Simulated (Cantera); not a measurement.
AlI₃ + H₂O + N₂ (aluminium nitride and oxide growth)

A closed system holds: 1 mol AlI₃, 50 mol H₂O, 330 mol N₂, equilibrated at 21000 Pa.

Cantera equilibrium calculation (NASA polynomials, part measured and part estimated; ideal gas, pure solids and liquids). Candidate condensed phases: Al, AlI₃, AlN, Al₂O₃, H₂O, I₂; 41 gas species. Gases not in the tables: Al(OH)₃. Kinetics and transport are ignored.

```
T (°C)  log p N₂  log p H₂O  log p H₂  log p I  log p OH  log p O₂  n Al₂O₃(s)
------  --------  ---------  --------  -------  --------  --------  ----------
1050       -0.74      -1.57     -3.17    -2.87     -7.63    -10.59       0.500
1150       -0.74      -1.58     -3.14    -2.84     -6.85     -9.26       0.500
1250       -0.74      -1.58     -3.12    -2.82     -6.16     -8.10       0.500
1350       -0.74      -1.58     -3.11    -2.81     -5.56     -7.06       0.500
1450       -0.74      -1.58     -3.10    -2.80     -5.03     -6.14       0.500
1550       -0.74      -1.58     -3.08    -2.80     -4.56     -5.34       0.500
1650       -0.74      -1.58     -3.05    -2.79     -4.15     -4.67       0.500
1750       -0.74      -1.58     -2.97    -2.79     -3.80     -4.15       0.500
1850       -0.74      -1.59     -2.86    -2.79     -3.51     -3.78       0.500
1950       -0.74      -1.60     -2.73    -2.79     -3.27     -3.51       0.499
```
log p: log10 of the partial pressure in bar; n: condensed amount in mol.

From 1050 °C to 1950 °C the condensed part is Al₂O₃(s).
